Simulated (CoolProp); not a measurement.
The numbers come from the reference Helmholtz-energy equation of state, Gao 2022 in CoolProp.

Task: For n-perfluorobutane, give the phase and the cv (kJ/(kg K)) at 315.9 K and 0.0527 MPa; 269.2 K and 0.0197 MPa.

Result: 
- 315.9 K and 0.0527 MPa: gas; cv 0.848
- 269.2 K and 0.0197 MPa: gas; cv 0.790
